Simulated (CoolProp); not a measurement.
Vapour-liquid equilibrium of methanol (1) + water (2) at 0.164 bar; x and y are mole fractions of (1).

The numbers come from the multi-fluid Helmholtz-energy mixture model, de Reuck 1993 and Wagner 2002; pair parameters Bell 2016 in CoolProp.

```json
[
 {"x": "0.05", "bubble temperature, mixture model (K)": "323.3", "bubble temperature, Raoult's law (K)": "325.7", "y, mixture model": "0.270", "y, Raoult's law": "0.189"},
 {"x": "0.125", "bubble temperature, mixture model (K)": "317.4", "bubble temperature, Raoult's law (K)": "321.5", "y, mixture model": "(withheld)", "y, Raoult's law": "0.394"},
 {"x": "0.2", "bubble temperature, mixture model (K)": "313.3", "bubble temperature, Raoult's law (K)": "317.9", "y, mixture model": "0.621", "y, Raoult's law": "0.538"},
 {"x": "0.275", "bubble temperature, mixture model (K)": "310.4", "bubble temperature, Raoult's law (K)": "314.8", "y, mixture model": "0.701", "y, Raoult's law": "0.643"},
 {"x": "0.35", "bubble temperature, mixture model (K)": "308.1", "bubble temperature, Raoult's law (K)": "312.1", "y, mixture model": "0.756", "y, Raoult's law": "0.723"},
 {"x": "0.425", "bubble temperature, mixture model (K)": "(withheld)", "bubble temperature, Raoult's law (K)": "309.8", "y, mixture model": "0.797", "y, Raoult's law": "0.784"},
 {"x": "0.5", "bubble temperature, mixture model (K)": "304.7", "bubble temperature, Raoult's law (K)": "307.6", "y, mixture model": "0.830", "y, Raoult's law": "0.833"},
 {"x": "0.575", "bubble temperature, mixture model (K)": "303.4", "bubble temperature, Raoult's law (K)": "305.7", "y, mixture model": "0.859", "y, Raoult's law": "0.873"},
 {"x": "0.65", "bubble temperature, mixture model (K)": "(withheld)", "bubble temperature, Raoult's law (K)": "304.0", "y, mixture model": "(withheld)", "y, Raoult's law": "0.905"},
 {"x": "0.725", "bubble temperature, mixture model (K)": "301.1", "bubble temperature, Raoult's law (K)": "302.4", "y, mixture model": "(withheld)", "y, Raoult's law": "0.932"},
 {"x": "0.8", "bubble temperature, mixture model (K)": "300.1", "bubble temperature, Raoult's law (K)": "300.9", "y, mixture model": "(withheld)", "y, Raoult's law": "0.955"},
 {"x": "0.875", "bubble temperature, mixture model (K)": "299.1", "bubble temperature, Raoult's law (K)": "299.5", "y, mixture model": "0.958", "y, Raoult's law": "0.974"},
 {"x": "0.95", "bubble temperature, mixture model (K)": "298.1", "bubble temperature, Raoult's law (K)": "298.3", "y, mixture model": "0.983", "y, Raoult's law": "0.990"}
]
```

What belongs in the gaps?


- 0.125, y, mixture model: 0.496
- 0.425, bubble temperature, mixture model (K): 306.3
- 0.65, bubble temperature, mixture model (K): 302.2
- 0.65, y, mixture model: 0.885
- 0.725, y, mixture model: 0.910
- 0.8, y, mixture model: 0.934

The largest gap from Raoult's law is -4.6 K in bubble temperature, at x = 0.2. No azeotrope shows between x = 0.05 and 0.95.

The pair parameters rest on a limited set of measurements; away from them the model extrapolates.
